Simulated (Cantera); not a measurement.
Source: NASA polynomial tables (part measured, part estimated), evaluated in Cantera. Values are per mole of reaction as written; species without (g) are pure solids or liquids, kept so even where they would boil at 1 bar.

2 CO(g) + Si(g) = 2 O(g) + SiC2(g), with ΔH° = 884.5 kJ and ΔS° = -4.4 J/K at 300 K.

Task: How far is the shortcut ΔG° ≈ ΔH°(300 K) − T·ΔS°(300 K) from the full temperature-dependent value at 1823, 1923, 2023, 2123, 2223, 2323, 2423 K?

Result: 
```json
[
 {"T (K)": "1823", "shortcut (kJ)": "892.5", "full (kJ)": "871.2", "difference (kJ)": "21.2", "difference in log10 K": "-0.61"},
 {"T (K)": "1923", "shortcut (kJ)": "892.9", "full (kJ)": "869.5", "difference (kJ)": "23.4", "difference in log10 K": "-0.64"},
 {"T (K)": "2023", "shortcut (kJ)": "893.4", "full (kJ)": "867.8", "difference (kJ)": "25.6", "difference in log10 K": "-0.66"},
 {"T (K)": "2123", "shortcut (kJ)": "893.8", "full (kJ)": "866.0", "difference (kJ)": "27.8", "difference in log10 K": "-0.68"},
 {"T (K)": "2223", "shortcut (kJ)": "894.2", "full (kJ)": "864.1", "difference (kJ)": "30.1", "difference in log10 K": "-0.71"},
 {"T (K)": "2323", "shortcut (kJ)": "894.7", "full (kJ)": "862.2", "difference (kJ)": "32.4", "difference in log10 K": "-0.73"},
 {"T (K)": "2423", "shortcut (kJ)": "895.1", "full (kJ)": "860.3", "difference (kJ)": "34.8", "difference in log10 K": "-0.75"}
]
```
The shortcut ignores the heat-capacity change of the reaction.
